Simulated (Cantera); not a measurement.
What does this Cantera script print?

```python
import numpy as np
import cantera as ct

gas_names = """
    CL CL2 H HCL H2 Si SiCL SiCL2 SiCL3 SiCL4 SiH SiHCL3 SiH2 SiH2CL2 SiH3 SiH3CL SiH4 Si2 Si3
""".split()
cond_names = """
    Si(cr) Si(L)
""".split()


def load(file, names, dense=False):
    # The tables refer to 1 bar. Condensed volumes are neglected.
    table = {s.name: s for s in ct.Species.list_from_file(file)}
    out = []
    for n in names:
        d = dict(table[n].input_data)
        d["thermo"] = dict(d["thermo"], **{"reference-pressure": 1e5})
        if dense:
            d["equation-of-state"] = {"model": "constant-volume", "density": "1e6 g/cm^3"}
        out.append(ct.Species.from_dict(d))
    return out


gas = ct.Solution(thermo="ideal-gas", species=load("nasa_gas.yaml", gas_names))
cond = {s.name: ct.Solution(thermo="fixed-stoichiometry", species=[s], name=s.name)
        for s in load("nasa_condensed.yaml", cond_names, dense=True)}
atoms = {
    'SiH4': {'Si': 1, 'H': 4},
    'Cl2': {'CL': 2},
    'H2': {'H': 2},
}
top_T = {}  # K; cautious upper limits of use, not melting points


def equilibrate(T, P, feed):
    n = {}
    for name, mol in feed.items():
        for a, k in atoms[name].items():
            n[a] = n.get(a, 0.0) + k * mol
    gas.TPX = T, P, n
    mass = sum(n.values()) * gas.mean_molecular_weight
    gas.equilibrate("TP")
    valid = [c for c in cond.values() if c.min_temp <= T <= top_T.get(c.name, c.max_temp)]
    mix = ct.Mixture([(gas, mass / gas.mean_molecular_weight)] + [(c, 0.0) for c in valid])
    mix.T, mix.P = T, P
    mix.equilibrate("TP", solver="vcs", rtol=1e-11, max_steps=5000)
    return mix


results = []
feed = {'SiH4': 1, 'Cl2': 0.11, 'H2': 7.5}  # mol
T = 950  # K
P = 13332.2  # Pa
mix = equilibrate(T, P, feed)
results.append((T, P, feed, dict(zip(mix.species_names, mix.species_moles))))
x = sorted(zip(gas.X, gas.species_names), reverse=True)
print(f"T = {T:g} K  P = {P:g} Pa  gas = {mix.phase_moles(0):.4g} mol")
print("   x: " + "  ".join(f"{s} {v:.3e}" for v, s in x if v > 0.0001))
print("   condensed (mol): " + ("  ".join(f"{mix.phase(i).name} {mix.phase_moles(i):.4g}"
      for i in range(1, mix.n_phases) if mix.phase_moles(i) > 1e-12) or "none"))
```

Result:

```
T = 950 K  P = 13332.2 Pa  gas = 9.561 mol
   x: H2 9.897e-01  HCL 5.109e-03  SiCL4 2.586e-03  SiHCL3 2.297e-03  SiH2CL2 2.071e-04
   condensed (mol): Si(cr) 0.9504
```

Method: chemical equilibrium by Gibbs-energy minimisation in Cantera with the NASA 1993 tables (ideal gas, pure condensed phases). The tables' values for SiCl3 are old estimates; treat these amounts as uncertain.
